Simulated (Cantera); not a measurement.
What does this Cantera script print?

```python
import numpy as np
import cantera as ct

gas = ct.Solution("h2o2.yaml")
gas.TP = 300, 101325
flame = ct.CounterflowDiffusionFlame(gas, width=0.02)
flame.fuel_inlet.X, flame.fuel_inlet.T = {'H2': 1}, 600
flame.oxidizer_inlet.X, flame.oxidizer_inlet.T = {'O2': 0.2, 'N2': 0.8}, 550
flame.set_refine_criteria(ratio=3, slope=0.12, curve=0.24, prune=0.03)
show = ['OH', 'H', 'H2O', 'HO2']

rows = []
print(f"{'mdot':>8s}{'a_max':>10s}{'a_mean':>10s}{'Tmax/K':>9s}" + "".join(f"{s:>11s}" for s in show) + "   (peak mole fractions)")
for i, mdot in enumerate([0.61, 0.88, 1.3, 1.9, 2.7, 3.9, 5.7]):  # kg/m2/s on the oxidiser side
    flame.oxidizer_inlet.mdot, flame.fuel_inlet.mdot = mdot, 0.22 * mdot
    flame.solve(loglevel=0, auto=(i == 0))
    if flame.T.max() < max(600, 550) + 100:
        print(f"{mdot:8.3g}  no burning solution found from the previous one")
        break
    dT = np.abs(np.gradient(flame.T, flame.grid))
    rows.append([flame.strain_rate("max"), flame.strain_rate("mean"), flame.T.max(),
                 *(flame.X[gas.species_index(s)].max() for s in show), max(dT[0], dT[-1]) / dT.max()])
    print(f"{mdot:8.3g}{rows[-1][0]:10.1f}{rows[-1][1]:10.1f}{rows[-1][2]:9.1f}" + "".join(f"{x:11.3e}" for x in rows[-1][3:-1]))
```

Result:

```
    mdot     a_max    a_mean   Tmax/K         OH          H        H2O        HO2   (peak mole fractions)
    0.61     931.6     211.6   2444.3  2.009e-02  1.792e-02  2.638e-01  5.166e-05
    0.88    1325.2     305.3   2395.9  2.029e-02  2.030e-02  2.606e-01  6.504e-05
     1.3    1943.6     451.1   2344.1  2.049e-02  2.329e-02  2.576e-01  8.033e-05
     1.9    2842.0     659.2   2283.3  2.038e-02  2.634e-02  2.548e-01  9.644e-05
     2.7    3986.7     936.8   2222.2  2.005e-02  2.954e-02  2.520e-01  1.130e-04
     3.9    5711.3    1353.2   2157.7  1.954e-02  3.331e-02  2.490e-01  1.306e-04
     5.7    8362.5    1977.7   2087.2  1.887e-02  3.746e-02  2.460e-01  1.492e-04
```

Cantera simulation using the H2/O2 subset of GRI-Mech 3.0, which has no nitrogen chemistry; the numbers are that mechanism's predictions, not measurements. The maximum strain rate includes the flame's own expansion and is several times the mean.
